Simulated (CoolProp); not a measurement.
Vapour-liquid equilibrium of R22 (1) + R113 (2) at 283.1 K; x and y are mole fractions of (1).

Computed with CoolProp (multi-fluid Helmholtz-energy mixture model, Kamei 1995 and Marx 1992; pair parameters Bell 2016).

```tsv
x	bubble pressure, mixture model (MPa)	bubble pressure, Raoult's law (MPa)	y, mixture model	y, Raoult's law
0.05	0.06126	0.05668	0.622	0.600
0.15	0.1390	0.1223	0.845	0.834
0.25	0.2158	0.1879	0.909	0.905
0.35	0.2880	0.2535	0.938	0.939
0.45	0.3538	0.3191	0.954	0.959
0.55	0.4137	0.3847	0.965	0.972
0.65	0.4695	0.4503	0.974	0.981
0.75	0.5243	0.5159	0.981	0.988
0.85	0.5814	0.5815	0.988	0.994
0.95	0.6447	0.6471	0.996	0.998
```

The largest gap from Raoult's law is +14.8 % in bubble pressure, at x = 0.25. No azeotrope shows between x = 0.05 and 0.95.

Pair parameters are fitted to limited data, so mixtures are less certain than the pure fluids.
